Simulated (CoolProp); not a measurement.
A single-stage vapour-compression cycle with R1336mzz(Z): evaporating at 280.15 K (dew point), condensing at 343.15 K (bubble point), superheat 0 K, subcooling 5 K, compressor efficiency 0.9, no pressure losses. Each further row changes one setting.

Model: reference Helmholtz-energy equation of state, McLinden 2020, in CoolProp.

| case | cooling COP | pressure ratio | discharge temperature (K) | refrigerating effect (kJ/kg) | volumetric capacity (kJ/m³) |
|---|---|---|---|---|---|
| as stated | 2.95 | 9.52 | 343.1 | 104 | 259 |
| evaporating temperature 285.15 K | 3.37 | 7.62 | 343.1 | … | … |
| condensing temperature 338.15 K | 3.34 | 8.25 | 338.1 | 111 | 275 |
| subcooling 10 K | … | 9.52 | 343.1 | 111 | 275 |
| superheat 10 K | 3.02 | 9.52 | 343.1 | 112 | 269 |
| compressor efficiency 0.8 | … | 9.52 | 343.1 | 104 | 259 |

### Question
Complete the blanks.

### Answer

- evaporating temperature 285.15 K, refrigerating effect (kJ/kg): 108
- evaporating temperature 285.15 K, volumetric capacity (kJ/m³): 331
- subcooling 10 K, cooling COP: 3.13
- compressor efficiency 0.8, cooling COP: 2.62

The compression ends wet for: as stated; evaporating temperature 285.15 K; condensing temperature 338.15 K; subcooling 10 K; superheat 10 K; compressor efficiency 0.8.
